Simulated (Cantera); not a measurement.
Charge: 1 mol Cu2O, a varied amount of CH4, 0.72 mol H2, at 2500 K and 5.70 bar.

Cantera equilibrium calculation (NASA polynomials, part measured and part estimated; ideal gas, pure solids and liquids). Candidate condensed phases: C, C6H6, C7H8, C8H18, Cu, CuO, Cu(OH)2, Cu2O, H2O; 113 gas species. Kinetics and transport are ignored.

At 1.1 mol CH4, list the 7 most abundant gas species with their mole fractions, and the condensed phases.

H2 0.706, CO 0.246, Cu 0.0302, H 0.00885, C2H2 (acetylene) 0.00764, Cu2 0.000467, CH4 0.000426. Condensed: C(graphite) + Cu(l).
